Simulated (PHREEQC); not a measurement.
Dissolve 97 mmol/kgw HF, 0.12 mmol/kgw NH4HF2, 0.49 mmol/kgw H4SiO4 and 0.5 mmol/kgw H2SO4 at 20 °C. Closed to the air; pH follows from the charge balance.

All values are PHREEQC results (ion-association model, phreeqc.dat), not measurements.

Q: The ionic strength comes out as 0.0117 mol/kgw. What activity coefficients do NH4+, SiF6-2, HF2-, H+, SO4-2 get?

A: NH4+ 0.89, SiF6-2 0.65, HF2- 0.90, H+ 0.91, SO4-2 0.65.

No solid was allowed to form. Complexes and solids missing from the database can't appear. SiF6-2 is the database's only silicon fluoride.
